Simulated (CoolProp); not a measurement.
Methanol along the isobar 28000 kPa: Z from the reference equation and from simpler models built on Tc = 513.4 K, pc = 8216 kPa, ω = 0.565; each cubic takes its own stable root.

The numbers come from the reference Helmholtz-energy equation of state, de Reuck 1993 in CoolProp.

| T (K) | phase | reference | van der Waals | Redlich-Kwong | Soave-Redlich-Kwong | Peng-Robinson |
|---|---|---|---|---|---|---|
| 228.5 | liquid | 0.5431 | 1.100 | 0.7514 | 0.7256 | (withheld) |
| 241.9 | liquid | 0.5200 | 1.049 | 0.7185 | 0.6919 | 0.6178 |
| 255.3 | liquid | (withheld) | 1.005 | 0.6895 | 0.6621 | 0.5909 |
| 268.8 | liquid | 0.4809 | 0.9642 | 0.6638 | 0.6356 | (withheld) |
| 282.2 | liquid | 0.4643 | 0.9283 | 0.6413 | (withheld) | 0.5460 |
| 295.7 | liquid | 0.4492 | 0.8959 | (withheld) | 0.5917 | 0.5272 |
| 309.1 | liquid | 0.4356 | 0.8668 | (withheld) | 0.5735 | 0.5108 |
| 322.5 | liquid | 0.4234 | 0.8406 | 0.5878 | 0.5575 | (withheld) |
| 336 | liquid | 0.4122 | 0.8167 | 0.5739 | 0.5433 | 0.4835 |

Some entries are withheld; supply them.


- 228.5, Peng-Robinson: 0.6482
- 255.3, reference: 0.4995
- 268.8, Peng-Robinson: 0.5670
- 282.2, Soave-Redlich-Kwong: 0.6124
- 295.7, Redlich-Kwong: 0.6211
- 309.1, Redlich-Kwong: 0.6035
- 322.5, Peng-Robinson: 0.4963
